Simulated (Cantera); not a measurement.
A perfectly stirred reactor is fed with NO : N₂ = 1 : 4.6 (molar parts), at 0.190 bar; it is held at 2100 K, and followed from long to short residence time.

Detailed kinetics in Cantera: GRI-Mech 3.0 (53 species, 325 reactions).

Question: Predict: x(NO) at τ = 0.920 s; x(N₂O) at τ = 0.920 s; x(NO₂) at τ = 0.920 s; x(N₂) at τ = 0.920 s; x(O₂) at τ = 0.920 s; x(NO) at τ = 31.0 ms; x(N₂O) at τ = 31.0 ms; x(NO₂) at τ = 31.0 ms; x(N₂) at τ = 31.0 ms; x(O₂) at τ = 31.0 ms.

Answer: 
```
Property                 Result
---------------------  --------
x(NO) at τ = 0.920 s      0.114
x(N₂O) at τ = 0.920 s   5.72e-6
x(NO₂) at τ = 0.920 s   2.89e-5
x(N₂) at τ = 0.920 s      0.853
x(O₂) at τ = 0.920 s     0.0319
x(NO) at τ = 31.0 ms      0.177
x(N₂O) at τ = 31.0 ms   1.44e-5
x(NO₂) at τ = 31.0 ms   1.37e-5
x(N₂) at τ = 31.0 ms      0.822
x(O₂) at τ = 31.0 ms   0.000799
```
